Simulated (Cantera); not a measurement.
A Cantera script and its output.

```python
import numpy as np
import cantera as ct

gas = ct.Solution("gri30.yaml")
gas.TPX = 925, 500000, {'CO': 0.0029, 'O2': 0.0085, 'H2O': 0.04, 'N2': 1}
inlet = ct.Reservoir(gas, clone=True)

reactor = ct.IdealGasConstPressureReactor(gas, energy="off", clone=False)
exhaust = ct.Reservoir(gas, clone=True)
tau = [2.8, 1.2, 0.49, 0.21, 0.087, 0.036, 0.015, 0.0064, 0.0027, 0.0011, 0.00047][0]
for a, b in ((inlet, reactor), (reactor, exhaust)):
    ct.MassFlowController(a, b, mdot=lambda t: reactor.mass / tau)
net = ct.ReactorNet([reactor])
show = ['CO', 'O2', 'H2O', 'CO2', 'HO2', 'NO2', 'OH']

rows = []
print(f"{'tau/s':>10s}{'T/K':>9s}" + "".join(f"{s:>11s}" for s in show))
for tau in [2.8, 1.2, 0.49, 0.21, 0.087, 0.036, 0.015, 0.0064, 0.0027, 0.0011, 0.00047]:
    net.initial_time = 0.0
    net.advance(30 * tau)
    before = gas.X
    net.advance(40 * tau)
    drift = np.max(np.abs(gas.X - before) / (gas.X + 1e-9))
    rows.append([gas.T, *gas[show].X, drift])
    print(f"{tau:10.3e}{gas.T:9.1f}" + "".join(f"{x:11.3e}" for x in gas[show].X))
```

Result:

```
     tau/s      T/K         CO         O2        H2O        CO2        HO2        NO2         OH
 2.800e+00    925.0  2.343e-03  7.879e-03  3.805e-02  4.158e-04  6.683e-07  2.660e-13  3.505e-09
 1.200e+00    925.0  2.574e-03  7.993e-03  3.805e-02  1.843e-04  6.568e-07  5.515e-14  3.243e-09
 4.900e-01    925.0  2.698e-03  8.054e-03  3.804e-02  6.080e-05  5.493e-07  7.299e-15  2.415e-09
 2.100e-01    925.0  2.747e-03  8.079e-03  3.804e-02  1.113e-05  2.767e-07  3.193e-16  9.214e-10
 8.700e-02    925.0  2.758e-03  8.084e-03  3.804e-02  1.145e-07  8.012e-09  1.476e-20  1.989e-11
 3.600e-02    925.0  2.758e-03  8.084e-03  3.804e-02  1.141e-08  1.661e-09  1.105e-22  4.878e-12
 1.500e-02    925.0  2.758e-03  8.084e-03  3.804e-02  2.183e-09  5.669e-10  3.692e-24  2.310e-12
 6.400e-03    925.0  2.758e-03  8.084e-03  3.804e-02  5.785e-10  2.200e-10  2.005e-25  1.476e-12
 2.700e-03    925.0  2.758e-03  8.084e-03  3.804e-02  1.810e-10  8.480e-11  1.168e-26  1.103e-12
 1.100e-03    925.0  2.758e-03  8.084e-03  3.804e-02  5.906e-11  2.951e-11  5.649e-28  8.523e-13
 4.700e-04    925.0  2.758e-03  8.084e-03  3.804e-02  2.032e-11  9.496e-12  2.583e-29  6.167e-13
```

Model: GRI-Mech 3.0 (53 species, 325 reactions), integrated in Cantera.
